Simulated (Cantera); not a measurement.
Charge: 1 mol Si₃N₄, 0.71 mol CO₂, 1.3 mol N₂, equilibrated at 1248 K and 1330 Pa.

Method: chemical equilibrium by Gibbs-energy minimisation in Cantera with the NASA 1993 tables (ideal gas, pure condensed phases). Candidate condensed phases: C, Si, SiC, SiO₂, Si₂N₂O, Si₃N₄; 34 gas species. Mutual solubility and eutectic melting of coexisting phases are not modelled. Rates play no part.

Question: What is the equilibrium state?

Answer: 
* **x(N₂)**: 1.000
* **x(CO)**: 7.83e-6
* **n(C(graphite))**: 0.710 mol
* **n(Si₂N₂O(s))**: 1.42 mol
* **n(Si₃N₄(s))**: 0.0533 mol
* **gas amount**: 1.773 mol
* **log10 activity of Si(s) (absent)**: -3.37
